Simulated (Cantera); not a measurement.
Input (Python, Cantera) and output of one run.

```python
import numpy as np
import cantera as ct

gas_names = [...]  # 123 gases of nasa_gas.yaml made of C, H, O, Si
cond_names = """
    C(gr) C6H6(L) C7H8(L) C8H18(L),n-octa H2O(s) H2O(L) Si(cr) Si(L) SiC(b) SiO2(Lqz) SiO2(hqz) SiO2(L)
""".split()


# ... load() reads the species with a 1 bar reference pressure and builds the phases ...
atoms = {
    'SiO2': {'Si': 1, 'O': 2},
    'CH4': {'C': 1, 'H': 4},
    'CO': {'C': 1, 'O': 1},
}
top_T = {'C(gr)': 4500, 'SiC(b)': 3050}  # K; cautious upper limits of use, not melting points


# ... equilibrate(T, P, feed) seeds the gas with the atoms and calls Mixture.equilibrate('TP', solver="vcs", rtol=1e-11, max_steps=5000) ...
results = []
T = 875  # K
P = 100000  # Pa
for m in [0.34, 0.83, 1.3, 1.8, 2.3, 2.8, 3.3, 3.7]:
    feed = {'SiO2': 1, 'CH4': m, 'CO': 0.053}  # mol
    mix = equilibrate(T, P, feed)
    results.append((T, P, feed, dict(zip(mix.species_names, mix.species_moles))))
    x = sorted(zip(gas.X, gas.species_names), reverse=True)
    print(f"T = {T:g} K  P = {P:g} Pa  n(CH4) = {m:g} mol  gas = {mix.phase_moles(0):.4g} mol")
    print("   x: " + "  ".join(f"{s} {v:.3e}" for v, s in x if v > 0.0001))
    print("   condensed (mol): " + ("  ".join(f"{mix.phase(i).name} {mix.phase_moles(i):.4g}"
          for i in range(1, mix.n_phases) if mix.phase_moles(i) > 1e-12) or "none"))
```

Output:

```
T = 875 K  P = 100000 Pa  n(CH4) = 0.34 mol  gas = 0.5729 mol
   x: H2 6.991e-01  CH4 2.134e-01  H2O 6.115e-02  CO 2.146e-02  CO2 4.952e-03
   condensed (mol): C(gr) 0.2556  SiO2(hqz) 1
T = 875 K  P = 100000 Pa  n(CH4) = 0.83 mol  gas = 1.358 mol
   x: H2 7.295e-01  CH4 2.324e-01  H2O 2.779e-02  CO 9.347e-03  CO2 9.394e-04
   condensed (mol): C(gr) 0.5534  SiO2(hqz) 1
T = 875 K  P = 100000 Pa  n(CH4) = 1.3 mol  gas = 2.112 mol
   x: H2 7.377e-01  CH4 2.376e-01  H2O 1.824e-02  CO 6.066e-03  CO2 3.957e-04
   condensed (mol): C(gr) 0.8376  SiO2(hqz) 1
T = 875 K  P = 100000 Pa  n(CH4) = 1.8 mol  gas = 2.914 mol
   x: H2 7.418e-01  CH4 2.402e-01  H2O 1.335e-02  CO 4.417e-03  CO2 2.098e-04
   condensed (mol): C(gr) 1.14  SiO2(hqz) 1
T = 875 K  P = 100000 Pa  n(CH4) = 2.3 mol  gas = 3.715 mol
   x: H2 7.441e-01  CH4 2.417e-01  H2O 1.053e-02  CO 3.473e-03  CO2 1.297e-04
   condensed (mol): C(gr) 1.441  SiO2(hqz) 1
T = 875 K  P = 100000 Pa  n(CH4) = 2.8 mol  gas = 4.517 mol
   x: H2 7.456e-01  CH4 2.427e-01  H2O 8.696e-03  CO 2.861e-03
   condensed (mol): C(gr) 1.743  SiO2(hqz) 1
T = 875 K  P = 100000 Pa  n(CH4) = 3.3 mol  gas = 5.319 mol
   x: H2 7.467e-01  CH4 2.434e-01  H2O 7.405e-03  CO 2.433e-03
   condensed (mol): C(gr) 2.045  SiO2(hqz) 1
T = 875 K  P = 100000 Pa  n(CH4) = 3.7 mol  gas = 5.96 mol
   x: H2 7.473e-01  CH4 2.438e-01  H2O 6.618e-03  CO 2.173e-03
   condensed (mol): C(gr) 2.286  SiO2(hqz) 1
```

These are equilibrium values from Cantera (NASA tables, ideal gas, pure condensed phases), not measurements of a reactor.
